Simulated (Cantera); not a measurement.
B2O3 + O2 + H2 + N2 (boron, boron nitride and boron oxide)

A closed system holds: 1 mol B2O3, 0.17 mol O2, 49 mol H2, 0.56 mol N2, at 1.33 mbar.

Cantera equilibrium calculation (NASA polynomials, part measured and part estimated; ideal gas, pure solids and liquids). Candidate condensed phases: B, BN, B2O3, B3O3H3, H2O; 39 gas species. Kinetics and transport are ignored.

From 1075 K to 1425 K the condensed part is B2O3(l). From 1475 K to 1725 K nothing is condensed. The main B-bearing gas is HBO2 throughout.

| T (K) | x H2 | x HBO2 | x N2 | x HBO | x B2O3 | x H2O | x H | n B2O3(l) |
|---|---|---|---|---|---|---|---|---|
| 1075 | 0.982 | 0.000253 | 0.0113 | 4.98e-7 | 7.02e-8 | 0.00673 | 3.98e-7 | 0.994 |
| 1125 | 0.982 | 0.000588 | 0.0113 | 2.13e-6 | 5.00e-7 | 0.00657 | 1.21e-6 | 0.985 |
| 1175 | 0.981 | 0.00125 | 0.0113 | 8.10e-6 | 2.99e-6 | 0.00623 | 3.33e-6 | 0.969 |
| 1225 | 0.981 | 0.00243 | 0.0113 | 2.83e-5 | 1.54e-5 | 0.00565 | 8.45e-6 | 0.938 |
| 1275 | 0.980 | 0.00428 | 0.0113 | 9.27e-5 | 6.90e-5 | 0.00475 | 2.00e-5 | 0.888 |
| 1325 | 0.978 | 0.00678 | 0.0113 | 0.000294 | 0.000275 | 0.00359 | 4.43e-5 | 0.810 |
| 1375 | 0.975 | 0.00971 | 0.0112 | 0.000912 | 0.000986 | 0.00243 | 9.26e-5 | 0.685 |
| 1425 | 0.968 | 0.0132 | 0.0112 | 0.00266 | 0.00322 | 0.00160 | 0.000184 | 0.438 |
| 1475 | 0.956 | 0.0173 | 0.0111 | 0.00587 | 0.00786 | 0.00131 | 0.000347 | 0 |
| 1525 | 0.955 | 0.0175 | 0.0111 | 0.00653 | 0.00741 | 0.00162 | 0.000633 | 0 |
| 1575 | 0.954 | 0.0175 | 0.0111 | 0.00719 | 0.00698 | 0.00198 | 0.00111 | 0 |
| 1625 | 0.952 | 0.0175 | 0.0111 | 0.00783 | 0.00655 | 0.00238 | 0.00189 | 0 |
| 1675 | 0.950 | 0.0175 | 0.0111 | 0.00844 | 0.00612 | 0.00284 | 0.00310 | 0 |
| 1725 | 0.947 | 0.0174 | 0.0110 | 0.00901 | 0.00570 | 0.00335 | 0.00495 | 0 |
x: gas mole fraction; n: condensed amount in mol.
